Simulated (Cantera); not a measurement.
Cantera run:

```python
import numpy as np
import cantera as ct

gas_names = """
    B BH BH2 BH3 BN B2 H H2 N NH NH2 NH3 N2 N2H2 N2H4
""".split()
cond_names = """
    B(b) B(L) BN(s)
""".split()


# ... load() reads the species with a 1 bar reference pressure and builds the phases ...
atoms = {
    'borazine': {'B': 3, 'N': 3, 'H': 6},
    'N2': {'N': 2},
}
top_T = {'BN(s)': 3200}  # K; cautious upper limits of use, not melting points


# ... equilibrate(T, P, feed) seeds the gas with the atoms and calls Mixture.equilibrate('TP', solver="vcs", rtol=1e-11, max_steps=5000) ...
results = []
feed = {'borazine': 1, 'N2': 16}  # mol
T = 1650  # K
P = 26  # Pa
mix = equilibrate(T, P, feed)
results.append((T, P, feed, dict(zip(mix.species_names, mix.species_moles))))
x = sorted(zip(gas.X, gas.species_names), reverse=True)
print(f"T = {T:g} K  P = {P:g} Pa  gas = {mix.phase_moles(0):.4g} mol")
print("   x: " + "  ".join(f"{s} {v:.3e}" for v, s in x if v > 1e-05))
print("   condensed (mol): " + ("  ".join(f"{mix.phase(i).name} {mix.phase_moles(i):.4g}"
      for i in range(1, mix.n_phases) if mix.phase_moles(i) > 1e-12) or "none"))
```

Output:

```
T = 1650 K  P = 26 Pa  gas = 19.02 mol
   x: N2 8.412e-01  H2 1.566e-01  H 2.230e-03
   condensed (mol): BN(s) 3
```

Cantera equilibrium calculation (NASA polynomials, part measured and part estimated; ideal gas, pure solids and liquids). The feed counts by its element totals alone.
